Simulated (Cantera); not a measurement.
## Stirred combustor or abatement burner

A perfectly stirred reactor is fed with 4.58 % C2H6, 20.0 % O2, 75.1 % N2, 0.307 % CO2, equivalence ratio 0.80, at 11300 Torr; it is adiabatic with a 800 K inlet, and is followed from long to short residence time, starting on the burning branch (τ in s: 0.37, 0.12, 0.038, 0.012, 0.0038, 0.0012, 0.00039, 0.00012, 3.9e-05).

Detailed kinetics in Cantera: GRI-Mech 3.0 (53 species, 325 reactions). The pressure lies above the range GRI-Mech 3.0 was tuned for (to about 10 atm).

| τ (s) | T (K) | x C2H6 | x O2 | x H2 | x CO2 | x HCO | x CH4 | x HO2 |
|---|---|---|---|---|---|---|---|---|
| 0.37 | 2390 | 4.16e-9 | 0.0360 | 0.000613 | 0.0898 | 8.83e-10 | 5.44e-9 | 6.38e-6 |
| 0.12 | 2391 | 1.28e-8 | 0.0362 | 0.000615 | 0.0898 | 1.46e-9 | 1.66e-8 | 6.42e-6 |
| 0.038 | 2392 | 3.99e-8 | 0.0367 | 0.000622 | 0.0897 | 3.33e-9 | 5.13e-8 | 6.54e-6 |
| 0.012 | 2395 | 1.24e-7 | 0.0376 | 0.000638 | 0.0896 | 9.29e-9 | 1.55e-7 | 6.77e-6 |
| 0.0038 | 2396 | 3.80e-7 | 0.0386 | 0.000681 | 0.0894 | 2.82e-8 | 4.50e-7 | 7.13e-6 |
| 0.0012 | 2392 | 1.17e-6 | 0.0396 | 0.000799 | 0.0886 | 8.77e-8 | 1.21e-6 | 7.81e-6 |
| 0.00039 | 2376 | 3.41e-6 | 0.0406 | 0.00109 | 0.0869 | 2.66e-7 | 2.67e-6 | 9.46e-6 |
| 0.00012 | 2338 | 1.01e-5 | 0.0425 | 0.00174 | 0.0830 | 8.53e-7 | 5.28e-6 | 1.42e-5 |
| 3.9e-5 | 2275 | 2.83e-5 | 0.0459 | 0.00278 | 0.0763 | 2.67e-6 | 1.14e-5 | 2.55e-5 |
x: mole fraction; the columns are a selection and need not sum to one.
